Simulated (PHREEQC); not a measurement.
Dissolve 0.066 mol ZnCl2, 0.0091 mol KCl, 0.0041 mol FeSO4 and 0.0057 mol H2SO4 per kg of water at 25 °C. Closed to the air; pH follows from the charge balance.

Equilibrium calculation in PHREEQC: ion-association model, wateq4f.dat.

### Question
The ionic strength comes out as 0.205 mol/kgw. What activity coefficients do FeCl+, Fe+2, KSO4-, Zn+2, SO4-2 get?

### Answer
FeCl+ 0.74, Fe+2 0.33, KSO4- 0.74, Zn+2 0.33, SO4-2 0.29.

No solid was allowed to form.
